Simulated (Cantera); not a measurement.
A Cantera script and its output.

```python
import numpy as np
import cantera as ct

gas = ct.Solution("gri30.yaml")


def delay(T, t_max=10):
    gas.TPX = T, 1000000, {'C3H8': 1, 'O2': 7.58, 'N2': 28.5}
    reactor = ct.IdealGasReactor(gas, clone=False)
    net = ct.ReactorNet([reactor])
    net.rtol, net.atol = 1e-8, 1e-16
    while net.time < t_max:
        t_old, T_old = net.time, reactor.T
        net.step()
        if reactor.T > T + 400:  # ignition: a rise of 400 K
            return t_old + (T + 400 - T_old) / (reactor.T - T_old) * (net.time - t_old)
    return np.nan


taus = []
for T in [1225, 1275, 1325, 1375, 1425, 1475, 1525, 1575, 1625, 1675]:
    taus.append(delay(T))
    print(f"T0 = {T:6g} K   tau = {taus[-1]:.4e} s")
```

Output:

```
T0 =   1225 K   tau = 9.6565e-04 s
T0 =   1275 K   tau = 4.0880e-04 s
T0 =   1325 K   tau = 1.8224e-04 s
T0 =   1375 K   tau = 8.6516e-05 s
T0 =   1425 K   tau = 4.4000e-05 s
T0 =   1475 K   tau = 2.3997e-05 s
T0 =   1525 K   tau = 1.4000e-05 s
T0 =   1575 K   tau = 8.6951e-06 s
T0 =   1625 K   tau = 5.7166e-06 s
T0 =   1675 K   tau = 3.9543e-06 s
```

Cantera simulation using GRI-Mech 3.0 (53 species, 325 reactions); the numbers are that mechanism's predictions, not measurements. GRI-Mech 3.0 was tuned for natural gas; its chemistry of propane as a main component is partial and can be far from experiment.
